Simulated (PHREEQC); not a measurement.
Dissolve 2 mmol/kgw LiOH and 0.27 mmol/kgw Na2SiO3 at 20 °C. Closed to the air; pH follows from the charge balance.

Computed with PHREEQC (ion-association model, wateq4f.dat).

```yaml
pH: 11.50
ionic_strength: 0.00254 mol/kgw
total_alkalinity: 2.54 meq/kg
```

```
species   molality  activity   log γ
--------  --------  --------  ------
OH-        0.00227   0.00215  -0.024
Li+        0.00200   0.00190  -0.023
Na+       0.000540  0.000511  -0.024
H3SiO4-   0.000259  0.000245  -0.024
H4SiO4     6.28e-6   6.29e-6   0.000
H2SiO4-2   4.68e-6   3.77e-6  -0.094
```

Precipitation was switched off in this run.
